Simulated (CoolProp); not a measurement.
Cyclohexane along the isotherm 620 K: density (kg/m³) from the reference equation and from simpler models built on Tc = 553.6 K, pc = 40.81 bar, ω = 0.209; each cubic takes its own stable root.

The numbers come from the reference Helmholtz-energy equation of state, Zhou 2014 in CoolProp.

| p (bar) | phase | reference | ideal gas | van der Waals | Redlich-Kwong | Soave-Redlich-Kwong | Peng-Robinson |
|---|---|---|---|---|---|---|---|
| 13.6 | gas | 24.20 | 22.20 | 24.13 | 24.27 | 24.14 | 24.43 |
| 27.2 | gas | 53.75 | 44.41 | 53.64 | 54.09 | 53.34 | 54.67 |
| 40.8 | gas | 92.00 | 66.61 | 93.24 | 93.18 | 90.38 | 93.91 |
| 54.4 | supercritical | 145.8 | 88.81 | 157.9 | 149.4 | 140.0 | 147.4 |
| 68 | supercritical | 223.4 | 111.0 | 241.1 | 226.6 | 204.3 | 217.1 |
| 81.6 | supercritical | 300.6 | 133.2 | 282.2 | 290.2 | 265.2 | 284.3 |
| 95.2 | supercritical | 352.6 | 155.4 | 306.2 | 331.5 | 309.3 | 334.2 |
| 109 | supercritical | 386.9 | 178.0 | 323.5 | 361.3 | 341.8 | 371.5 |
| 122 | supercritical | 410.2 | 199.2 | 336.2 | 383.2 | 365.7 | 398.9 |
| 136 | supercritical | 429.4 | 222.0 | 347.5 | 402.5 | 386.6 | 423.0 |
| 150 | supercritical | 445.0 | 244.9 | 357.0 | 418.8 | 404.2 | 443.2 |
| 163 | supercritical | 457.1 | 266.1 | 364.7 | 432.0 | 418.4 | 459.4 |
| 177 | supercritical | 468.5 | 289.0 | 372.1 | 444.6 | 431.9 | 474.9 |
| 190 | supercritical | 477.7 | 310.2 | 378.2 | 455.1 | 443.2 | 487.7 |
| 204 | supercritical | 486.7 | 333.0 | 384.2 | 465.4 | 454.1 | 500.2 |
